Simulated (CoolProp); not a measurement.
Properties of R245ca at several states.

Values from CoolProp's reference Helmholtz-energy equation of state, Zhou 2016.

| T (K) | p (MPa) | phase | expansivity (1/kK) | fugacity coefficient |
|---|---|---|---|---|
| 310.8 | 9.98 | liquid | 1.686 | 0.02204 |
| 391.7 | 0.021 | gas | 2.580 | 0.9970 |
| 272.9 | 0.231 | liquid | 1.644 | 0.1447 |
